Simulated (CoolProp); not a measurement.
The numbers come from the reference Helmholtz-energy equation of state, Span 1996 in CoolProp.

Question: Give the vapour pressure (kPa), liquid density (kg/m³), vapour density (kg/m³), enthalpy of vaporisation (kJ/kg) of saturated carbon dioxide at 263.5, 278 K.

Answer: 
```csv
T (K),p (kPa),liquid density (kg/m³),vapour density (kg/m³),enthalpy of vaporisation (kJ/kg)
263.5,2680,981,72.0,258
278,3950,897,114,215
```
